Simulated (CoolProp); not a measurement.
Vapour-liquid equilibrium of CH2F2 (R32) (1) + propylene (2) at 255.7 K; x and y are mole fractions of (1).

Values from CoolProp's multi-fluid Helmholtz-energy mixture model, Tillner-Roth 1997 and Lemmon 2013; pair parameters Bell 2016.

```csv
x,"bubble pressure, mixture model (kPa)","bubble pressure, Raoult's law (kPa)","y, mixture model","y, Raoult's law"
0.05,389.5,339.6,0.170,0.066
0.125,451.9,348.0,0.320,0.160
0.2,?,356.4,?,0.250
0.275,524.5,364.9,0.472,0.336
0.35,544.1,373.3,?,0.418
0.425,556.7,381.7,0.550,0.497
0.5,564.3,390.1,0.578,0.572
0.575,568.1,398.5,0.604,0.644
0.65,568.4,407.0,0.631,0.713
0.725,?,415.4,0.663,0.779
0.8,554.7,423.8,0.704,0.842
0.875,533.8,432.2,0.767,0.903
0.95,492.8,440.7,0.874,0.962
```

Q: Some entries are withheld; supply them.

A: 
- 0.2, bubble pressure, mixture model (kPa): 495.1
- 0.2, y, mixture model: 0.411
- 0.35, y, mixture model: 0.515
- 0.725, bubble pressure, mixture model (kPa): 564.7

The largest gap from Raoult's law is +45.8 % in bubble pressure, at x = 0.425. y crosses x between x = 0.575 and 0.65: the model has an azeotrope there.

Pair parameters are fitted to limited data, so mixtures are less certain than the pure fluids.
